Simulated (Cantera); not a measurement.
Input: 1 mol Si, 0.75 mol H₂O, 1 mol H₂, at 1873.15 K and 4430 Torr.

These are equilibrium values from Cantera (NASA tables, ideal gas, pure condensed phases), not measurements of a reactor. Candidate condensed phases: H₂O, Si, SiO₂; 18 gas species. Each liquid is taken as pure. Mutual solubility and eutectic melting of coexisting phases are not modelled. The tables hold silica as quartz up to 1696 K and as liquid above; real silica turns to tridymite and cristobalite and melts near 1996 K. Gases not in the tables: Si₂H₆ and higher silanes. Kinetics and transport are ignored.

Base state: H₂ 0.984, SiO 0.0159, H 0.000264, H₂O 9.06e-5, SiH₂ 4.83e-5 (mole fractions); condensed: Si(l) + SiO₂(condensed).

Question: What changes in the equilibrium state with this change: temperature from 1873.15 K to 1373 K?

Answer: 
```csv
species,before,after
H₂,0.984,1.000
SiO,0.0159,6.97e-6
H,0.000264,1.37e-6
SiH₂,4.83e-5,2.51e-7
H₂O,9.06e-5,7.45e-7
"Si(l), mol",0.611,0
"SiO₂(condensed), mol",0.361,0
"Si(s), mol",0,0.625
"SiO₂(β-quartz), mol",0,0.375
```
